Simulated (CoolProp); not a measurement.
Aqueous propylene glycol as a coolant, at 17 °C, 1 atm.

The numbers come from the Melinder's fits for secondary coolants in CoolProp.

| mass % | freezing point (°C) | viscosity (mPa s) | conductivity (W/(m K)) | cp (kJ/(kg K)) | density (kg/m³) |
|---|---|---|---|---|---|
| 3.4 | -0.8 | 1.24 | 0.575 | 4.145 | 1002 |
| 7.7 | -2.1 | 1.44 | 0.552 | 4.097 | 1005 |
| 12.1 | -3.7 | 1.68 | 0.529 | 4.052 | 1009 |
| 16.4 | -5.5 | 1.96 | 0.507 | 4.008 | 1013 |
| 20.8 | -7.6 | 2.31 | 0.485 | 3.962 | 1017 |
| 25.2 | -9.9 | 2.74 | 0.464 | 3.911 | 1021 |
| 29.5 | -12.5 | 3.26 | 0.444 | 3.856 | 1025 |
| 33.9 | -15.5 | 3.90 | 0.425 | 3.793 | 1029 |
| 38.2 | -18.9 | 4.64 | 0.406 | 3.727 | 1032 |
| 42.6 | -23.1 | 5.54 | 0.388 | 3.653 | 1036 |
| 47 | -28.2 | 6.57 | 0.370 | 3.574 | 1039 |
